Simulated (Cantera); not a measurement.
Standard-state values (1 bar) from the NASA 1993 polynomials, evaluated with Cantera. Values are per mole of reaction as written; species without (g) are pure solids or liquids, kept so even where they would boil at 1 bar.

Problem. Between 300 and 2023 K, where is each reaction favourable under standard conditions?
- B + 3 HCl(g) + N(g) → NH3(g) + BCl3(g)

Solution. 
- B + 3 HCl(g) + N(g) → NH3(g) + BCl3(g): ΔG° is -574 kJ at 300 K and -142 kJ at 2023 K; it stays negative (K > 1). ΔH° is -655 kJ and ΔS° -254 J/K at 2023 K.
